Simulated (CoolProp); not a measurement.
Properties of R410A along the isobar 967 kPa.

Values from CoolProp's reference Helmholtz-energy equation of state, Lemmon 2003. It is a pseudo-pure fit of the blend.

| T (K) | phase | density (kg/m³) | cp (kJ/(kg K)) | cv (kJ/(kg K)) | speed of sound (m/s) | Prandtl number |
|---|---|---|---|---|---|---|
| 319.5 | gas | 29.47 | 0.9817 | 0.7850 | 191.0 | 0.876 |
| 345.3 | gas | ? | ? | 0.8020 | 201.9 | 0.839 |
| 371.1 | gas | 24.14 | 0.9832 | 0.8288 | ? | 0.824 |
| 396.9 | gas | 22.26 | 1.005 | ? | 220.2 | 0.820 |
| 422.6 | gas | ? | ? | 0.8917 | 228.2 | 0.820 |
| 448.4 | gas | 19.37 | 1.058 | 0.9242 | ? | 0.822 |
| 474.2 | gas | 18.21 | 1.087 | 0.9562 | 243.0 | 0.826 |
| 500 | gas | 17.19 | ? | 0.9871 | 249.9 | 0.829 |

Problem. Complete the blanks.

Solution. 
- 345.3, density (kg/m³): 26.46
- 345.3, cp (kJ/(kg K)): 0.9716
- 371.1, speed of sound (m/s): 211.5
- 396.9, cv (kJ/(kg K)): 0.8596
- 422.6, density (kg/m³): 20.70
- 422.6, cp (kJ/(kg K)): 1.030
- 448.4, speed of sound (m/s): 235.8
- 500, cp (kJ/(kg K)): 1.115

Viscosity comes from a separate model (Geller 2000). Thermal conductivity comes from a separate model (Geller 2001).
